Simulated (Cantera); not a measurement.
Feed: 1 mol PbO, 0.16 mol H2, equilibrated at 250 Pa.

Cantera equilibrium calculation (NASA polynomials, part measured and part estimated; ideal gas, pure solids and liquids). Candidate condensed phases: H2O, Pb, PbO, PbO2, Pb3O4; 12 gas species. Gases not in the tables: (PbO)n polymers. Kinetics and transport are ignored. All values below are at 1350 K.

Base state: PbO 0.415, Pb 0.293, H2O 0.289, O2 0.00206, OH 4.39e-5, H2 2.60e-5 (mole fractions); condensed: PbO(l).

### Question
What changes in the equilibrium state with this change: H2 from 0.16 to 8.5 mol?

### Answer
| species | before | after |
|---|---|---|
| H2 | 2.60e-5 | 0.789 |
| H2O | 0.289 | 0.105 |
| Pb | 0.293 | 0.105 |
| PbO | 0.415 | 1.79e-6 |
| O2 | 0.00206 | <1e-9 |
| OH | 4.39e-5 | 9.17e-8 |
| H | 2.43e-7 | 4.23e-5 |
| PbO(l), mol | 0.608 | 0 |

### Question
What changes in the equilibrium state with this change: pressure from 250 Pa to 101000 Pa?

### Answer
| species | before | after |
|---|---|---|
| H2O | 0.289 | 0.994 |
| Pb | 0.293 | 0.00483 |
| PbO | 0.415 | 0.00102 |
| O2 | 0.00206 | 1.14e-7 |
| OH | 4.39e-5 | 1.56e-6 |
| H2 | 2.60e-5 | 0.000596 |
| PbO(l), mol | 0.608 | 0.840 |
| Pb(l), mol | 0 | 0.159 |
Each liquid is taken as pure. Mutual solubility and eutectic melting of coexisting phases are not modelled.
